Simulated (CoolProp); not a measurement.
R236EA along the isotherm 138.85 °C: Z from the reference equation and from simpler models built on Tc = 139.3 °C, pc = 3414 kPa, ω = 0.368; each cubic takes its own stable root.

Model: reference Helmholtz-energy equation of state, Rui 2013, in CoolProp.

| p (kPa) | phase | reference | van der Waals | Soave-Redlich-Kwong | Peng-Robinson |
|---|---|---|---|---|---|
| 19 | gas | 0.9981 | 0.9983 | 0.9981 | 0.9979 |
| 29.5 | gas | 0.9970 | 0.9974 | 0.9970 | 0.9967 |
| 46 | gas | 0.9953 | 0.9960 | 0.9954 | 0.9949 |
| 71.6 | gas | 0.9927 | 0.9937 | 0.9928 | 0.9920 |
| 112 | gas | 0.9886 | 0.9902 | 0.9887 | 0.9874 |
| 174 | gas | 0.9822 | 0.9846 | 0.9824 | 0.9804 |
| 270 | gas | 0.9722 | 0.9760 | 0.9725 | 0.9695 |
| 421 | gas | 0.9562 | 0.9621 | 0.9566 | 0.9520 |
| 656 | gas | 0.9305 | 0.9398 | 0.9313 | 0.9241 |
| 1020 | gas | 0.8888 | 0.9034 | 0.8901 | 0.8791 |
| 1590 | gas | 0.8169 | 0.8402 | 0.8196 | 0.8029 |
| 2470 | gas | 0.6792 | 0.7185 | 0.6866 | 0.6621 |
| 3850 | liquid | 0.1996 | 0.2993 | 0.2520 | 0.2282 |
| 6000 | liquid | 0.2710 | 0.3895 | 0.3182 | 0.2864 |
